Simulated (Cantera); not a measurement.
Cantera run:

```python
import numpy as np
import cantera as ct

gas_names = [...]  # 113 gases of nasa_gas.yaml made of C, H, O, Ta
cond_names = """
    C(gr) C6H6(L) C7H8(L) C8H18(L),n-octa H2O(s) H2O(L) Ta(cr) Ta(L) TaC(s) TaC(L) Ta2O5(s) Ta2O5(L)
""".split()


# ... load() reads the species with a 1 bar reference pressure and builds the phases ...
atoms = {
    'Ta(OEt)5': {'Ta': 1, 'C': 10, 'H': 25, 'O': 5},
    'O2': {'O': 2},
}
top_T = {'C(gr)': 4500}  # K; cautious upper limits of use, not melting points


# ... equilibrate(T, P, feed) seeds the gas with the atoms and calls Mixture.equilibrate('TP', solver="vcs", rtol=1e-11, max_steps=5000) ...
results = []
feed = {'Ta(OEt)5': 1, 'O2': 0.51}  # mol
for P in [0.1, 0.75, 5.6, 42, 320, 2400, 18000, 130000, 1000000]:
    for T in [973, 1073, 1173, 1273, 1373, 1473, 1573, 1673, 1773]:
        mix = equilibrate(T, P, feed)
        results.append((T, P, feed, dict(zip(mix.species_names, mix.species_moles))))

for T, P, feed, n in results:
    print(f"{T:7g} {P:10.4g}  " + (" + ".join(c for c in cond_names if n.get(c, 0) > 1e-12) or "gas only"))
```

It prints:

```
    973        0.1  C(gr) + TaC(s)
   1073        0.1  C(gr) + TaC(s)
   1173        0.1  C(gr) + TaC(s)
   1273        0.1  C(gr) + TaC(s)
   1373        0.1  C(gr) + TaC(s)
   1473        0.1  C(gr) + TaC(s)
   1573        0.1  C(gr) + TaC(s)
   1673        0.1  C(gr) + TaC(s)
   1773        0.1  C(gr) + TaC(s)
    973       0.75  C(gr) + TaC(s)
   1073       0.75  C(gr) + TaC(s)
   1173       0.75  C(gr) + TaC(s)
   1273       0.75  C(gr) + TaC(s)
   1373       0.75  C(gr) + TaC(s)
   1473       0.75  C(gr) + TaC(s)
   1573       0.75  C(gr) + TaC(s)
   1673       0.75  C(gr) + TaC(s)
   1773       0.75  C(gr) + TaC(s)
    973        5.6  C(gr) + TaC(s)
   1073        5.6  C(gr) + TaC(s)
   1173        5.6  C(gr) + TaC(s)
   1273        5.6  C(gr) + TaC(s)
   1373        5.6  C(gr) + TaC(s)
   1473        5.6  C(gr) + TaC(s)
   1573        5.6  C(gr) + TaC(s)
   1673        5.6  C(gr) + TaC(s)
   1773        5.6  C(gr) + TaC(s)
    973         42  C(gr) + TaC(s)
   1073         42  C(gr) + TaC(s)
   1173         42  C(gr) + TaC(s)
   1273         42  C(gr) + TaC(s)
   1373         42  C(gr) + TaC(s)
   1473         42  C(gr) + TaC(s)
   1573         42  C(gr) + TaC(s)
   1673         42  C(gr) + TaC(s)
   1773         42  C(gr) + TaC(s)
    973        320  C(gr) + Ta2O5(s)
   1073        320  C(gr) + TaC(s)
   1173        320  C(gr) + TaC(s)
   1273        320  C(gr) + TaC(s)
   1373        320  C(gr) + TaC(s)
   1473        320  C(gr) + TaC(s)
   1573        320  C(gr) + TaC(s)
   1673        320  C(gr) + TaC(s)
   1773        320  C(gr) + TaC(s)
    973       2400  C(gr) + Ta2O5(s)
   1073       2400  C(gr) + Ta2O5(s)
   1173       2400  C(gr) + TaC(s)
   1273       2400  C(gr) + TaC(s)
   1373       2400  C(gr) + TaC(s)
   1473       2400  C(gr) + TaC(s)
   1573       2400  C(gr) + TaC(s)
   1673       2400  C(gr) + TaC(s)
   1773       2400  C(gr) + TaC(s)
    973    1.8e+04  C(gr) + Ta2O5(s)
   1073    1.8e+04  C(gr) + Ta2O5(s)
   1173    1.8e+04  C(gr) + Ta2O5(s)
   1273    1.8e+04  C(gr) + TaC(s)
   1373    1.8e+04  C(gr) + TaC(s)
   1473    1.8e+04  C(gr) + TaC(s)
   1573    1.8e+04  C(gr) + TaC(s)
   1673    1.8e+04  C(gr) + TaC(s)
   1773    1.8e+04  C(gr) + TaC(s)
    973    1.3e+05  C(gr) + Ta2O5(s)
   1073    1.3e+05  C(gr) + Ta2O5(s)
   1173    1.3e+05  C(gr) + Ta2O5(s)
   1273    1.3e+05  C(gr) + Ta2O5(s)
   1373    1.3e+05  C(gr) + TaC(s)
   1473    1.3e+05  C(gr) + TaC(s)
   1573    1.3e+05  C(gr) + TaC(s)
   1673    1.3e+05  C(gr) + TaC(s)
   1773    1.3e+05  C(gr) + TaC(s)
    973      1e+06  C(gr) + Ta2O5(s)
   1073      1e+06  C(gr) + Ta2O5(s)
   1173      1e+06  C(gr) + Ta2O5(s)
   1273      1e+06  C(gr) + Ta2O5(s)
   1373      1e+06  C(gr) + Ta2O5(s)
   1473      1e+06  C(gr) + TaC(s)
   1573      1e+06  C(gr) + TaC(s)
   1673      1e+06  C(gr) + TaC(s)
   1773      1e+06  C(gr) + TaC(s)
```

Cantera equilibrium calculation (NASA polynomials, part measured and part estimated; ideal gas, pure solids and liquids). The feed counts by its element totals alone. TaC: taken at fixed stoichiometry. Condensed phases not in the tables: Ta2C.
